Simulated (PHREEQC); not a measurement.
**Acid rinse or clean: speciation**

Solution (20 °C): 0.0018 mol/kgw H2SO4 and 0.19 mol/kgw MnSO4. Closed to the air; pH follows from the charge balance.

All values are PHREEQC results (ion-association model, wateq4f.dat), not measurements.

Each row changes one thing in this solution. This is a speciation only: nothing precipitates in the calculation.

| case | pH | ionic strength (mol/kgw) | SO4-2 (mol/kgw) | HSO4- (mol/kgw) |
|---|---|---|---|---|
| as made | 3.06 | 0.402 | 0.0997 | 0.00249 |
| temperature from 20 to 30 °C | 3.11 | 0.376 | 0.0932 | 0.00260 |
| temperature from 20 to 50 °C | 3.23 | 0.333 | 0.0823 | 0.00284 |
| temperature from 20 to 70 °C | 3.38 | 0.300 | 0.0740 | 0.00306 |
| MnSO4 replaced by CdSO4 at the same molality | 2.88 | 0.333 | 0.0476 | 0.00191 |
| MnSO4 from 0.19 to 0.38 mol/kgw | 3.21 | 0.758 | 0.189 | 0.00278 |
| temperature from 20 to 90 °C | 3.56 | 0.276 | 0.0678 | 0.00324 |
| 0.082 mol/kgw NaCl added | 3.06 | 0.493 | 0.102 | 0.00245 |
| 0.12 mol/kgw KCl added | 3.05 | 0.531 | 0.101 | 0.00242 |

The ionic strength passes 0.7 mol/kgw, the rough limit of the ion-association models, in MnSO4 from 0.19 to 0.38 mol/kgw. Complexes and solids missing from the database can't appear. Constants without temperature data keep their 25 °C values here.
